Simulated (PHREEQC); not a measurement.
**Acid mine or pickling water: speciation**

A made-up water analysis in mmol/kgw, 40 °C, pH 2.45, pe 8.4:

```csv
constituent,mmol/kgw
Na,3.96
K,0.0234
Ca,0.669
Mg,0.12
Cl,0.627
S(6),6.44
Cu(2),0.0344
Fe(3),0.346
Zn,0.0199
```

Valence states are taken as typed.

Computed with PHREEQC (ion-association model, phreeqc.dat).

Each row changes one thing in this solution. No solid was allowed to form.

```
case                                             ionic strength (mol/kgw)  SO4-2 (mol/kgw)  HSO4- (mol/kgw)  Ca+2 (mol/kgw)  Mg+2 (mol/kgw)  FeOH+2 (mol/kgw)  SI of Jarosite-K (KFe3(SO4)2(OH)6)  SI of Gypsum (CaSO4:2H2O)
-----------------------------------------------  ------------------------  ---------------  ---------------  --------------  --------------  ----------------  ----------------------------------  -------------------------
as made                                                            0.0153          0.00438          0.00147        0.000502         7.71e-5           4.05e-5                               -0.54                      -1.49
Mg from 0.12 to 0.24 mmol/kgw                                      0.0154          0.00435          0.00146        0.000503        0.000155           4.08e-5                               -0.54                      -1.49
all concentrations times 4 at the same typed pH                         ?           0.0175                ?         0.00156               ?           6.98e-5                               +1.24                          ?
Na from 3.96 to 11.9 mmol/kgw                                      0.0193          0.00436                ?        0.000514         7.99e-5           4.36e-5                               -0.56                      -1.52
```

### Question
Some entries are withheld; supply them.

### Answer

- all concentrations times 4 at the same typed pH, ionic strength (mol/kgw): 0.0535
- all concentrations times 4 at the same typed pH, HSO4- (mol/kgw): 0.00467
- all concentrations times 4 at the same typed pH, Mg+2 (mol/kgw): 0.000217
- all concentrations times 4 at the same typed pH, SI of Gypsum (CaSO4:2H2O): -0.66
- Na from 3.96 to 11.9 mmol/kgw, HSO4- (mol/kgw): 0.00142

Some of these states are supersaturated (in Hematite (slow to form), Goethite (slow to form), Jarosite-K, for instance). At this temperature some constants are extrapolated from 25 °C, and those without enthalpy data are left unchanged.
